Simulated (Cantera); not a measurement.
Charge: 1 mol Hg, 3.1 mol H2, 3.1 mol N2.

Cantera equilibrium calculation (NASA polynomials, part measured and part estimated; ideal gas, pure solids and liquids). Candidate condensed phases: Hg; 10 gas species. Equilibrium is a limit: real reactors are often held back by kinetics, nucleation or transport.

Problem. What condenses at these points (T in K, P in Pa): (1000, 13000); (1300, 42); (1525, 3200); (625, 1000000); (1000, 1000000)?

Solution. 
```csv
T (K),P in Pa,condensed phases,Hg condensed (%)
1000,13000,gas only,0.0
1300,42,gas only,0.0
1525,3200,gas only,0.0
625,1000000,Hg,40.6
1000,1000000,gas only,0.0
```
